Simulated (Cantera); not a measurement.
Feed: 1 mol V2O5, 8.9 mol H2, held at 1427 °C and 100000 Pa.

Equilibrium computed with Cantera from the NASA thermochemical tables; the gas is ideal and each condensed phase is pure. Candidate condensed phases: H2O, V, VO, V2O3, V2O4, V2O5; 12 gas species. Condensed phases not in the tables: the oxides between V2O3 and V2O5 other than VO2. Kinetics and transport are ignored.

Base state: H2 0.775, H2O 0.225, H 0.000130 (mole fractions); condensed: V2O3(s).

Problem. What changes in the equilibrium state with this change: V2O5 replaced by Fe3O4?

Solution. 
```json
[
 {"species": "H2", "before": "0.775", "after": "0.681"},
 {"species": "H2O", "before": "0.225", "after": "0.319"},
 {"species": "H", "before": "0.000130", "after": "0.000122"},
 {"species": "Fe(OH)2", "before": "0", "after": "2.53e-5"},
 {"species": "V2O3(s), mol", "before": "1.000", "after": "0"},
 {"species": "Fe(δ), mol", "before": "0", "after": "1.84"},
 {"species": "FeO(l), mol", "before": "0", "after": "1.16"}
]
```
Mutual solubility and eutectic melting of coexisting phases are not modelled. The tables' stoichiometric FeO is somewhat more stable than real wüstite, so its field is too wide. FeO: taken at fixed stoichiometry. Further candidate phases: Fe, FeO, Fe(OH)2, Fe(OH)3, Fe2O3, Fe3O4.

Problem. What changes in the equilibrium state with this change: V2O5 replaced by ZrO2?

Solution. 
```csv
species,before,after
H2,0.775,1.000
H,0.000130,0.000147
H2O,0.225,4.96e-8
"V2O3(s), mol",1.000,0
"ZrO2(tetragonal), mol",0,1.00
```
Further candidate phases: Zr, ZrO2.
